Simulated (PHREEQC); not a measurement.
0.38 g of hydrous ferric oxide (600 m²/g; 0.2 weak and 0.005 strong sites per Fe, Dzombak-Morel constants, diffuse double layer) in 1 kg of water with 0.001 mol/kgw of an inert sodium salt and 0.0041 mmol/kgw SrCl2 and 0.0086 mmol/kgw CaCl2, at 25 °C; the pH is set by adding NaOH or the inert anion's acid. Oxygen alone is held at its pressure in air (log pO2 = -0.68). CO2 from the air is kept out. Precipitation was switched off in this run.

The series has 17 steps of pH, from 3 to 11.

Equilibrium calculation in PHREEQC: ion-association model, wateq4f.dat.

Q: Near which pH is half of the Sr sorbed, and on which side is more sorbed?

A: Near pH 8.1, with more sorbed at higher pH.

Q: Near which pH is half of the Ca sorbed, and on which side is more sorbed?

A: Near pH 8.1, with more sorbed at higher pH.

Complexes and solids missing from the database can't appear. The oxide is taken as insoluble; below pH 4 it would dissolve.
